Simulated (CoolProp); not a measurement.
Methanol along the isotherm 620 K: fugacity coefficient from the reference equation and from simpler models built on Tc = 513.4 K, pc = 82.16 bar, ω = 0.565; each cubic takes its own stable root.

Model: reference Helmholtz-energy equation of state, de Reuck 1993, in CoolProp.

| p (bar) | phase | reference |
|---|---|---|
| 25.7 | gas | 0.9488 |
| 51.3 | gas | 0.8986 |
| 77 | gas | 0.8505 |
| 103 | supercritical | 0.8047 |
| 128 | supercritical | 0.7632 |
| 154 | supercritical | 0.7231 |
| 180 | supercritical | 0.6857 |
| 205 | supercritical | 0.6521 |

Q: How far does each simpler model (van der Waals, Soave-Redlich-Kwong, Peng-Robinson) lie from the reference over these 8 states: mean and median of the absolute difference, and the worst?

A: 
- van der Waals: mean 5.1 %, median 4.7 %, worst -9.8 % at 620 K and 205 bar
- Soave-Redlich-Kwong: mean 3.8 %, median 3.5 %, worst +7.8 % at 620 K and 205 bar
- Peng-Robinson: mean 0.6 %, median 0.5 %, worst +1.5 % at 620 K and 205 bar
